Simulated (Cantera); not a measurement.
Input: 1 mol SiH2Cl2, 1.7 mol N2O, 1.9 mol N2, equilibrated at 5800 Pa.

Cantera equilibrium calculation (NASA polynomials, part measured and part estimated; ideal gas, pure solids and liquids). Candidate condensed phases: H2O, NH4Cl, Si, SiO2, Si2N2O, Si3N4; 47 gas species. Mutual solubility and eutectic melting of coexisting phases are not modelled. The tables' values for SiCl3 are old estimates; treat these amounts as uncertain. Equilibrium is a limit: real reactors are often held back by kinetics, nucleation or transport. All values below are at 827 °C.

Base state: N2 0.643, HCl 0.333, H2 0.0160, SiCl4 0.00797, SiCl3 1.04e-5 (mole fractions); condensed: SiO2(β-quartz) + Si2N2O(s).

Problem. What changes in the equilibrium state with this change: SiH2Cl2 replaced by SiCl4?

Solution. 
```
species               before    after
-------------------  -------  -------
N2                     0.643    0.659
Cl2                  1.62e-9    0.310
SiCl4                0.00797   0.0275
HCl                    0.333        0
H2                    0.0160        0
Cl                   2.53e-7  0.00350
SiCl3                1.04e-5  2.58e-9
SiO2(β-quartz), mol    0.815    0.850
Si2N2O(s), mol        0.0708        0
```
